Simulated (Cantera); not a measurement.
Feed: 1 mol Zr, 0.023 mol H₂O, 360 mol H₂, 5.4 mol N₂O, at 1.00 bar.

Cantera equilibrium calculation (NASA polynomials, part measured and part estimated; ideal gas, pure solids and liquids). Candidate condensed phases: H₂O, Zr, ZrN, ZrO₂; 28 gas species. Kinetics and transport are ignored.

Question: Which condensed phases are stable at each of these points (T (K)): 1323, 1523, 1723, 1923, 2123, 2323, 2523, 2723?

Answer: 
| T (K) | condensed phases | Zr condensed (%) |
|---|---|---|
| 1323 | ZrO₂(monoclinic) | 100.0 |
| 1523 | ZrO₂(tetragonal) | 100.0 |
| 1723 | ZrO₂(tetragonal) | 100.0 |
| 1923 | ZrO₂(tetragonal) | 100.0 |
| 2123 | ZrO₂(tetragonal) | 100.0 |
| 2323 | ZrO₂(tetragonal) | 100.0 |
| 2523 | ZrO₂(tetragonal) | 100.0 |
| 2723 | ZrO₂(s) | 99.4 |

At 1323 K the condensed part is ZrO₂(monoclinic). From 1523 K to 2523 K the condensed part is ZrO₂(tetragonal). At 2723 K the condensed part is ZrO₂(s).
